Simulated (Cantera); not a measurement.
# Ignition delay

Mixture: 11.2 % CH₄, 18.7 % O₂, 70.1 % N₂, at 1.00 bar, adiabatic and at constant pressure. Ignition delay is the time to a rise of 400 K.

Cantera simulation using GRI-Mech 3.0 (53 species, 325 reactions); the numbers are that mechanism's predictions, not measurements.

```json
[
 {"T0 (K)": "1225", "delay (ms)": "35.5"},
 {"T0 (K)": "1300", "delay (ms)": "12.9"},
 {"T0 (K)": "1375", "delay (ms)": "5.07"},
 {"T0 (K)": "1450", "delay (ms)": "2.14"},
 {"T0 (K)": "1525", "delay (ms)": "0.982"},
 {"T0 (K)": "1600", "delay (ms)": "0.491"},
 {"T0 (K)": "1675", "delay (ms)": "0.267"},
 {"T0 (K)": "1750", "delay (ms)": "0.156"}
]
```

- apparent activation energy between 1600 and 1750 K: 180 kJ/mol
